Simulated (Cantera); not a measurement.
A closed system holds: 1 mol Si3N4, 0.41 mol N2O, 41 mol H2, equilibrated at 2248 K and 1.33 mbar.

These are equilibrium values from Cantera (NASA tables, ideal gas, pure condensed phases), not measurements of a reactor. Candidate condensed phases: H2O, Si, SiO2, Si2N2O, Si3N4; 35 gas species. The tables' values for SiN are old estimates; treat these amounts as uncertain. Gases not in the tables: Si2H6 and higher silanes. Equilibrium is a limit: real reactors are often held back by kinetics, nucleation or transport.

Base state: H2 0.722, H 0.171, Si 0.0501, N2 0.0475, SiO 0.00808, SiH 0.000628, Si2 0.000101, SiN 6.14e-5 (mole fractions); condensed: gas only.

What changes in the equilibrium state with this change: H2 from 41 to 4.5 mol?


| species | before | after |
|---|---|---|
| H2 | 0.722 | 0.367 |
| Si | 0.0501 | 0.238 |
| N2 | 0.0475 | 0.229 |
| SiO | 0.00808 | 0.0390 |
| H | 0.171 | 0.122 |
| Si3 | 2.22e-6 | 0.000238 |
| Si2N | 7.50e-6 | 0.000371 |
